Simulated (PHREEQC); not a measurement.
# Spent oxide etchant (model solution)

Dissolve 14 mmol/kgw HF, 0.041 mmol/kgw (NH4)2SiF6 and 0.063 mmol/kgw H3BO3 at 25 °C. It is in equilibrium with CO2 at log p = -3.4 (atm). Otherwise closed; pH follows from the charge balance.

Model: ion-association model, wateq4f.dat, run in PHREEQC.

Precipitation was switched off in this run.

**Question.** What pH, ionic strength does the model give?

**Answer.** pH 2.57; ionic strength 0.00299 mol/kgw.

**Question.** In which forms is B present?

**Answer.** BF4- 96 %, BF3OH- 3.4 %, H3BO3 0.6 % of the B.

Species that the database lacks are ignored. SiF6-2 is the database's only silicon fluoride. Real BF4- forms and hydrolyses slowly; the run takes it at equilibrium.
